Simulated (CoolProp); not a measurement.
Hydrogen chloride at 613.03 K and 0.205 MPa is throttled through a valve to 0.0879 MPa with no heat exchange. Each further row changes one setting.

Computed with CoolProp (reference Helmholtz-energy equation of state, Thol 2018).

```csv
case,temperature change (K),final density (kg/m³)
as stated,-0.5,0.630
outlet pressure 0.0264 MPa,-0.7,0.189
outlet pressure 0.114 MPa,-0.4,0.816
```
